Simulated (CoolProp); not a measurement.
Ethane at 293.15 K and 5.5 MPa flows at 5.3 m/s in a round tube of 2 mm bore and 1.5 µm roughness, fully developed (64/Re and Nu = 3.66 if laminar; Colebrook and Gnielinski if turbulent). Each further row changes one setting.

Model: reference Helmholtz-energy equation of state, Bücker 2006, in CoolProp.

```csv
case,Reynolds number,Darcy friction factor,pressure drop (Pa/m),heat-transfer coefficient (W/(m² K)),mass flow (kg/h)
as stated,80400,0.0218,56000,13900,21.9
velocity 10.6 m/s,161000,0.0203,209000,26300,43.8
diameter 4 mm,161000,0.0186,23800,12200,87.5
```

Viscosity comes from a separate model (Friend 1991). Thermal conductivity comes from a separate model (Friend 1991).
